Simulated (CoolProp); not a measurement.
Saturation properties of R115 (Tc = 353.1 K, pc = 3129 kPa, ω = 0.248).

The numbers come from the reference Helmholtz-energy equation of state, Lemmon 2016 in CoolProp.

```
T (K)  p (kPa)  liquid density (kg/m³)  vapour density (kg/m³)  enthalpy of vaporisation (kJ/kg)  liquid cp (kJ/(kg K))
-----  -------  ----------------------  ----------------------  --------------------------------  ---------------------
182.5    4.652                    1717                  0.4755                             143.0                 0.8653
196.2    12.74                    1673                   1.217                             138.5                      …
210      30.11                    1628                       …                             133.9                 0.8966
223.8    62.90                    1582                   5.384                             129.1                 0.9170
237.5    118.5                    1534                   9.737                             124.0                 0.9406
251.3    207.2                    1484                   16.50                             118.4                 0.9681
265.1    339.2                    1431                   26.46                             112.3                  1.000
278.8    524.8                    1375                   40.59                             105.5                      …
292.6    779.1                    1313                   60.62                                 …                  1.087
```

Q: Fill in the missing entries.

A: 
- 196.2, liquid cp (kJ/(kg K)): 0.8793
- 210, vapour density (kg/m³): 2.711
- 278.8, liquid cp (kJ/(kg K)): 1.039
- 292.6, enthalpy of vaporisation (kJ/kg): 97.65

It boils at 233.9 K under 1 atm.
